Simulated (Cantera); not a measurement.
Cantera run:

```python
import numpy as np
import cantera as ct

gas_names = """
    CL CL2 H HCL H2 Si SiCL SiCL2 SiCL3 SiCL4 SiH SiHCL3 SiH2 SiH2CL2 SiH3 SiH3CL SiH4 Si2 Si3
""".split()
cond_names = """
    Si(cr) Si(L)
""".split()


# ... load() reads the species with a 1 bar reference pressure and builds the phases ...
atoms = {
    'SiCl4': {'Si': 1, 'CL': 4},
    'Cl2': {'CL': 2},
    'H2': {'H': 2},
}
top_T = {}  # K; cautious upper limits of use, not melting points


# ... equilibrate(T, P, feed) seeds the gas with the atoms and calls Mixture.equilibrate('TP', solver="vcs", rtol=1e-11, max_steps=5000) ...
results = []
T = 1723  # K
P = 13332.2  # Pa
for m in [0.5, 0.59, 0.68, 0.8, 0.94, 1.1, 1.3, 1.5, 1.8, 2.1, 2.4, 2.8]:
    feed = {'SiCl4': 1, 'Cl2': m, 'H2': 0.25}  # mol
    mix = equilibrate(T, P, feed)
    results.append((T, P, feed, dict(zip(mix.species_names, mix.species_moles))))

top = {s: max(r[3][s] / sum(r[3][g] for g in gas_names) for r in results) for s in gas_names}
cols = sorted((s for s in top if top[s] > 1e-05), key=lambda s: -top[s])[:9]
seen = [c for c in cond_names if any(r[3].get(c, 0) > 1e-12 for r in results)]
print("log10 of partial pressures in bar; condensed amounts in mol")
print(f"{'n(Cl2)':>10s}" + "".join(f"{s[:9]:>10s}" for s in cols + seen))
for T, P, feed, n in results:
    ng = sum(n[g] for g in gas_names)
    print(f"{feed['Cl2']:10.4g}" + "".join(f"{np.log10(max(n[s] / ng * P / 1e5, 1e-99)):10.3f}" for s in cols)
          + "".join(f"{n.get(c, 0):10.4g}" for c in seen))
```

It prints:

```
log10 of partial pressures in bar; condensed amounts in mol
    n(Cl2)     SiCL4        CL       CL2       HCL     SiCL3     SiCL2
       0.5    -1.154    -1.711    -2.092    -1.453    -3.424    -5.420
      0.59    -1.181    -1.640    -1.951    -1.480    -3.522    -5.589
      0.68    -1.207    -1.590    -1.851    -1.506    -3.597    -5.714
       0.8    -1.238    -1.542    -1.754    -1.538    -3.677    -5.843
      0.94    -1.272    -1.500    -1.672    -1.572    -3.752    -5.959
       1.1    -1.307    -1.466    -1.602    -1.607    -3.822    -6.063
       1.3    -1.348    -1.434    -1.539    -1.647    -3.894    -6.167
       1.5    -1.384    -1.410    -1.490    -1.684    -3.955    -6.252
       1.8    -1.434    -1.383    -1.437    -1.734    -4.031    -6.355
       2.1    -1.478    -1.363    -1.398    -1.778    -4.095    -6.439
       2.4    -1.519    -1.348    -1.367    -1.819    -4.151    -6.509
       2.8    -1.567    -1.333    -1.336    -1.867    -4.214    -6.589
```

Method: chemical equilibrium by Gibbs-energy minimisation in Cantera with the NASA 1993 tables (ideal gas, pure condensed phases). The tables' values for SiCl3 are old estimates; treat these amounts as uncertain.
